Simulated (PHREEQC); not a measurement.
Consider water at 85 °C and 100 atm with 0.12 mol Na2CO3, 7.7e-05 mol K2SO4 and 0.00015 mol H4SiO4 per kg of water. Closed to the air; pH follows from the charge balance.

Equilibrium calculation in PHREEQC: Pitzer model, pitzer.dat.

Precipitation was switched off in this run.

Task: Estimate the pH, density.

Result: pH 10.44; density 0.985 g/cm³.

Task: In which forms is Si present?

Result: H3SiO4- 85 %, H2SiO4-2 13 %, H4SiO4 2.6 % of the Si.

Under pressure, the constants of complexes without a molar volume in the database are unreliable. Constants without temperature data keep their 25 °C values here.
